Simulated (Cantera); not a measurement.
Input: 1 mol Al2O3, 0.018 mol H2O, 0.04 mol O2, at 800 °C and 2500 Pa.

Cantera equilibrium calculation (NASA polynomials, part measured and part estimated; ideal gas, pure solids and liquids). Candidate condensed phases: Al, Al2O3, H2O; 19 gas species. Equilibrium is a limit: real reactors are often held back by kinetics, nucleation or transport.

Base state: O2 0.690, H2O 0.310 (mole fractions); condensed: Al2O3(s).

**Question.** What changes in the equilibrium state with this change: 0.2 mol NH3 added?

**Answer.** 
```json
[
 {"species": "H2", "before": "1.57e-9", "after": "0.526"},
 {"species": "N2", "before": "0", "after": "0.239"},
 {"species": "H2O", "before": "0.310", "after": "0.234"},
 {"species": "O2", "before": "0.690", "after": "<1e-9"},
 {"species": "Al2O3(s), mol", "before": "1.00", "after": "1.00"}
]
```
Further candidate phases: AlN.

**Question.** What changes in the equilibrium state with this change: 0.24 mol NH3 added?

**Answer.** 
```json
[
 {"species": "H2", "before": "1.57e-9", "after": "0.562"},
 {"species": "N2", "before": "0", "after": "0.241"},
 {"species": "H2O", "before": "0.310", "after": "0.197"},
 {"species": "O2", "before": "0.690", "after": "<1e-9"},
 {"species": "Al2O3(s), mol", "before": "1.00", "after": "1.00"}
]
```
Further candidate phases: AlN.
